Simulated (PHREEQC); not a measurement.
Make-up at 30 °C: 0.53 mol/kgw Na2CO3 and 0.074 mol/kgw KBr. Closed to the air; pH follows from the charge balance.

Equilibrium calculation in PHREEQC: Pitzer model, pitzer.dat.

This is a speciation only: nothing precipitates in the calculation.

Q: Predict the pH, density.

A: pH 11.48; density 1.056 g/cm³.

Q: In which forms is C present?

A: CO3-2 99 %, HCO3- 1.2 % of the C.

In brines, pH and single-ion activities rest on the MacInnes convention.
